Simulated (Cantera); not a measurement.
Feed: 1 mol trisilylamine, 51 mol N2, 0.14 mol H2, equilibrated at 27.0 Torr.

Equilibrium computed with Cantera from the NASA thermochemical tables; the gas is ideal and each condensed phase is pure. Candidate condensed phases: Si, Si3N4; 18 gas species. The feed counts by its element totals alone. The tables' values for SiN are old estimates; treat these amounts as uncertain. Kinetics and transport are ignored.

**Question.** At 1875 K, list the 4 most abundant gas species with their mole fractions, and the condensed phases.

**Answer.** N2 0.914, H2 0.0851, H 0.00101, Si 0.000229. Condensed: Si3N4(s).
